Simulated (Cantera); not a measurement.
A freely propagating, adiabatic, planar premixed flame of C₂H₆ : O₂ : N₂ : H₂O = 1 : 2.69 : 10.1 : 1.2 (molar parts), equivalence ratio 1.3, unburnt at 425 K and 1.00 atm; mixture-averaged transport, grid criteria slope 0.08 and curve 0.16, no radiation.

Computed with Cantera and GRI-Mech 3.0 (53 species, 325 reactions). Burning velocities carry a grid error of a few per cent, more on coarse grids.

x: mole fraction of selected species; z is measured from the peak of heat release.

```tsv
z (mm)	T (K)	u (m/s)	x C₂H₆	x O₂	x H₂O	x O	x H	x C₂H₄
-1.36	425	0.481	0.0666	0.179	0.0799	<1e-8	<1e-8	4.10e-7
-0.908	428	0.486	0.0663	0.178	0.0800	<1e-8	<1e-8	___
-0.681	442	0.504	0.0658	0.176	0.0812	<1e-8	<1e-8	5.45e-5
-0.454	535	0.619	0.0630	0.167	0.0901	<1e-8	<1e-8	0.000585
-0.227	979	1.17	0.0425	0.124	0.130	7.07e-7	1.58e-5	0.00500
-0.113	1370	1.68	0.0176	0.0821	0.163	2.21e-5	0.000278	0.00792
0	___	2.15	___	___	0.194	___	___	___
0.113	1886	2.36	5.18e-6	0.0132	0.209	0.000501	0.00565	0.000214
0.227	1936	2.41	2.43e-8	0.00466	0.212	0.000559	0.00721	5.00e-6
0.454	1965	2.43	<1e-8	0.00131	0.211	0.000460	0.00733	<1e-8
0.908	1990	2.46	<1e-8	0.000678	0.211	0.000306	0.00606	<1e-8
1.82	2016	2.49	<1e-8	0.000363	0.213	0.000164	0.00435	<1e-8
3.63	2037	2.51	<1e-8	0.000152	0.214	6.80e-5	0.00274	<1e-8
```

Some entries are withheld; supply them.


- -0.908, x C₂H₄: 7.03e-6
- 0, T (K): 1720
- 0, x C₂H₆: 0.00112
- 0, x O₂: 0.0380
- 0, x O: 0.000227
- 0, x H: 0.00245
- 0, x C₂H₄: 0.00346
